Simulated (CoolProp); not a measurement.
Computed with CoolProp (reference Helmholtz-energy equation of state, Thol 2017).

### Question
Give the vapour pressure (MPa), liquid density (kg/m³), enthalpy of vaporisation (kJ/kg), liquid cp (kJ/(kg K)) of saturated octamethyltrisiloxane (MDM) at 440.5, 445.2, 477.7 K.

### Answer
```csv
T (K),p (MPa),liquid density (kg/m³),enthalpy of vaporisation (kJ/kg),liquid cp (kJ/(kg K))
440.5,0.147,656,146,2.16
445.2,0.164,650,143,2.17
477.7,0.331,603,126,2.28
```
